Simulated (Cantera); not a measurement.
What does this Cantera script print?

```python
import numpy as np
import cantera as ct

gas_names = [...]  # 121 gases of nasa_gas.yaml made of Al, C, H, O
cond_names = """
    AL(cr) AL(L) AL2O3(a) AL2O3(L) C(gr) C6H6(L) C7H8(L) C8H18(L),n-octa H2O(s) H2O(L)
""".split()


# ... load() reads the species with a 1 bar reference pressure and builds the phases ...
atoms = {
    'Al(CH3)3': {'AL': 1, 'C': 3, 'H': 9},
    'H2O': {'H': 2, 'O': 1},
    'H2': {'H': 2},
}
top_T = {'C(gr)': 4500}  # K; cautious upper limits of use, not melting points


# ... equilibrate(T, P, feed) seeds the gas with the atoms and calls Mixture.equilibrate('TP', solver="vcs", rtol=1e-11, max_steps=5000) ...
results = []
feed = {'Al(CH3)3': 1, 'H2O': 16, 'H2': 6}  # mol
T = 1823.15  # K
P = 27  # Pa
mix = equilibrate(T, P, feed)
results.append((T, P, feed, dict(zip(mix.species_names, mix.species_moles))))
x = sorted(zip(gas.X, gas.species_names), reverse=True)
print(f"T = {T:g} K  P = {P:g} Pa  gas = {mix.phase_moles(0):.4g} mol")
print("   x: " + "  ".join(f"{s} {v:.3e}" for v, s in x if v > 0.0001))
print("   condensed (mol): " + ("  ".join(f"{mix.phase(i).name} {mix.phase_moles(i):.4g}"
      for i in range(1, mix.n_phases) if mix.phase_moles(i) > 1e-12) or "none"))
```

Result:

```
T = 1823.15 K  P = 27 Pa  gas = 29.8 mol
   x: H2 5.102e-01  H2O 3.692e-01  CO 8.496e-02  H 1.886e-02  CO2 1.572e-02  OH 9.500e-04
   condensed (mol): AL2O3(a) 0.5
```

Method: chemical equilibrium by Gibbs-energy minimisation in Cantera with the NASA 1993 tables (ideal gas, pure condensed phases). The feed counts by its element totals alone.
